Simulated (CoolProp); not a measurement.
n-perfluoropentane along the isotherm 117.35 °C: fugacity coefficient from the reference equation and from simpler models built on Tc = 147.9 °C, pc = 2.063 MPa, ω = 0.436; each cubic takes its own stable root.

The numbers come from the reference Helmholtz-energy equation of state, Gao 2022 in CoolProp.

```tsv
p (MPa)	phase	reference	Redlich-Kwong	Peng-Robinson
0.667	gas	…	0.8658	0.8470
1.33	liquid	0.6493	0.7321	0.6432
2	liquid	0.4535	0.5185	0.4497
2.67	liquid	0.3564	0.4116	0.3536
3.33	liquid	0.2994	0.3486	0.2970
4	liquid	0.2612	…	0.2589
4.67	liquid	0.2343	0.2765	0.2320
5.33	liquid	0.2148	0.2549	0.2123
6	liquid	0.1996	0.2382	0.1970
6.67	liquid	0.1878	0.2252	0.1851
7.33	liquid	…	0.2151	0.1756
8	liquid	0.1711	0.2068	0.1678
8.67	liquid	0.1650	0.2002	0.1615
9.33	liquid	0.1600	0.1949	0.1563
10	liquid	0.1560	0.1905	0.1519
```

Question: Fill in the missing entries.

Answer: 
- 0.667, reference: 0.8573
- 4, Redlich-Kwong: 0.3063
- 7.33, reference: 0.1786

At some of these states Redlich-Kwong gives the other phase, because its saturation line lies elsewhere.
